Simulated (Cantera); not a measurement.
A closed system holds: 1 mol Pb, 0.075 mol CO, 3 mol H2, at 54.8 Torr.

Equilibrium computed with Cantera from the NASA thermochemical tables; the gas is ideal and each condensed phase is pure. Candidate condensed phases: C, C6H6, C7H8, C8H18, H2O, Pb, PbO, PbO2, Pb3O4; 113 gas species. Rates play no part. All values below are at 1300 K.

Base state: H2 0.940, Pb 0.0359, CO 0.0234, CH4 8.69e-5, H2O 8.57e-5 (mole fractions); condensed: Pb(l).

Question: What changes in the equilibrium state with this change: pressure from 54.8 Torr to 0.975 Torr?

Answer: 
```json
[
 {"species": "H2", "before": "0.940", "after": "0.736"},
 {"species": "Pb", "before": "0.0359", "after": "0.245"},
 {"species": "CO", "before": "0.0234", "after": "0.0184"},
 {"species": "CH4", "before": "8.69e-5", "after": "9.37e-7"},
 {"species": "H2O", "before": "8.57e-5", "after": "9.49e-7"},
 {"species": "H", "before": "3.97e-6", "after": "2.63e-5"},
 {"species": "Pb(l), mol", "before": "0.885", "after": "0"}
]
```
